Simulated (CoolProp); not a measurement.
trans-2-butene at 293.15 K and 8.79 MPa is throttled through a valve to 2.43 MPa with no heat exchange. Each further row changes one setting.

Model: reference Helmholtz-energy equation of state, Lemmon 2005, in CoolProp. It is a short technical equation, of lower accuracy than the large ones.

| case | temperature change (K) | final density (kg/m³) |
|---|---|---|
| as stated | +2.1 | 606 |
| outlet pressure 0.729 MPa | ___ | ___ |
| outlet pressure 3.16 MPa | +1.9 | ___ |

**Question.** What belongs in the gaps?

**Answer.** 
- outlet pressure 0.729 MPa, temperature change (K): +2.7
- outlet pressure 0.729 MPa, final density (kg/m³): 602
- outlet pressure 3.16 MPa, final density (kg/m³): 607
